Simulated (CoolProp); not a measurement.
Model: reference Helmholtz-energy equation of state, Jacobsen 1992, in CoolProp.

Give the vapour pressure (bar), liquid density (kg/m³), enthalpy of vaporisation (kJ/kg), liquid conductivity (mW/(m K)) of saturated R11 at 348.1 K.


| T (K) | p (bar) | liquid density (kg/m³) | enthalpy of vaporisation (kJ/kg) | liquid conductivity (mW/(m K)) |
|---|---|---|---|---|
| 348.1 | 4.62 | 1350 | 160 | 73.0 |

Thermal conductivity comes from a separate model (McLinden 2000), an estimate that may be off by 10 % or more.
